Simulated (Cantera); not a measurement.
Pyrogenic steam for wet oxidation

An isothermal, constant-pressure homogeneous reactor starts with H2 : O2 : N2 = 1 : 1 : 2.2 (molar parts), at 1275 K and 0.190 bar.

Cantera simulation using the H2/O2 subset of GRI-Mech 3.0, which has no nitrogen chemistry; the numbers are that mechanism's predictions, not measurements. The temperature is held fixed by assumption; the heat of reaction is taken as removed at once.

```json
[
 {"t (s)": "0.000700", "x H2": "0.00427", "x O2": "0.134", "x H2O": "0.260", "x H2O2": "2.85e-6", "x HO2": "2.75e-5"},
 {"t (s)": "0.00164", "x H2": "0.000615", "x O2": "0.135", "x H2O": "0.269", "x H2O2": "1.29e-6", "x HO2": "1.31e-5"},
 {"t (s)": "0.00383", "x H2": "9.17e-5", "x O2": "0.135", "x H2O": "0.270", "x H2O2": "4.47e-7", "x HO2": "3.36e-6"},
 {"t (s)": "0.00895", "x H2": "1.82e-5", "x O2": "0.135", "x H2O": "0.270", "x H2O2": "1.59e-7", "x HO2": "8.49e-7"},
 {"t (s)": "0.0209", "x H2": "4.79e-6", "x O2": "0.135", "x H2O": "0.270", "x H2O2": "6.07e-8", "x HO2": "2.57e-7"},
 {"t (s)": "0.0489", "x H2": "1.54e-6", "x O2": "0.135", "x H2O": "0.270", "x H2O2": "2.44e-8", "x HO2": "9.22e-8"},
 {"t (s)": "0.114", "x H2": "5.67e-7", "x O2": "0.135", "x H2O": "0.270", "x H2O2": "1.03e-8", "x HO2": "4.08e-8"},
 {"t (s)": "0.268", "x H2": "2.36e-7", "x O2": "0.135", "x H2O": "0.270", "x H2O2": "4.68e-9", "x HO2": "2.54e-8"},
 {"t (s)": "0.626", "x H2": "1.24e-7", "x O2": "0.135", "x H2O": "0.270", "x H2O2": "2.56e-9", "x HO2": "2.26e-8"},
 {"t (s)": "1.46", "x H2": "9.58e-8", "x O2": "0.135", "x H2O": "0.270", "x H2O2": "2.00e-9", "x HO2": "2.29e-8"},
 {"t (s)": "3.42", "x H2": "9.37e-8", "x O2": "0.135", "x H2O": "0.270", "x H2O2": "1.95e-9", "x HO2": "2.29e-8"},
 {"t (s)": "8.00", "x H2": "9.37e-8", "x O2": "0.135", "x H2O": "0.270", "x H2O2": "1.95e-9", "x HO2": "2.29e-8"}
]
```
x: mole fraction; the columns are a selection and need not sum to one.

Equilibrium at this temperature and pressure: H2 9.37e-8, O2 0.135, H2O 0.270, H2O2 1.95e-9, HO2 2.29e-8 (gas phase only).
